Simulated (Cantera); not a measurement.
A closed system holds: 1 mol SiH4, 15 mol N2, 2.9 mol H2, at 100 Torr.

Cantera equilibrium calculation (NASA polynomials, part measured and part estimated; ideal gas, pure solids and liquids). Candidate condensed phases: Si, Si3N4; 18 gas species. Equilibrium is a limit: real reactors are often held back by kinetics, nucleation or transport.

### Question
At 1275 °C, list the 3 most abundant gas species with their mole fractions, and the condensed phases.

### Answer
N2 0.745, H2 0.255, H 4.26e-5. Condensed: Si3N4(s).
